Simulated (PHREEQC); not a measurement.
Dissolve 0.27 mol Ni(NO3)2 and 0.045 mol HCl per kg of water at 25 °C. Closed to the air; pH follows from the charge balance.

Equilibrium calculation in PHREEQC: ion-association model, wateq4f.dat.

This is a speciation only: nothing precipitates in the calculation.

Task: Predict the pH.

Result: pH 1.47.

Task: In which forms is Ni present?

Result: Ni+2 97 %, NiCl+ 2.5 % of the Ni.

Ionic strength above about 0.7 mol/kgw puts this run outside the model's range. Complexes and solids missing from the database can't appear.
